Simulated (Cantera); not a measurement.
Feed: 1 mol Si3N4, 0.015 mol Si, 0.088 mol N2, at 1525 K and 1 atm.

Method: chemical equilibrium by Gibbs-energy minimisation in Cantera with the NASA 1993 tables (ideal gas, pure condensed phases). Candidate condensed phases: Si, Si3N4; 7 gas species. The numbers say what is thermodynamically allowed, not how fast it happens.

Question: What is the equilibrium state?

Answer: 
```
Quantity                                Value
--------------------------------  -----------
x(N2)                                    1.00
n(Si3N4(s))                          1.00 mol
gas amount                        0.07800 mol
log10 activity of Si(s) (absent)        -2.75
```
